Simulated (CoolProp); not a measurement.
A Linde-Hampson liquefier for normal hydrogen: isothermal reversible compression at 230 K from 1 atm to 5 MPa, throttling to 1 atm, return gas leaving the recuperator 0 K below the feed. Each further row changes one setting.

The numbers come from the reference Helmholtz-energy equation of state, Leachman 2009 in CoolProp.

```
case                        compression work (kJ/kg of gas)
--------------------------  -------------------------------
as stated                                              3730
high pressure 10 MPa                                   4420
warm-end temperature 260 K                             4210
warm-end gap 5 K                                       3730
```
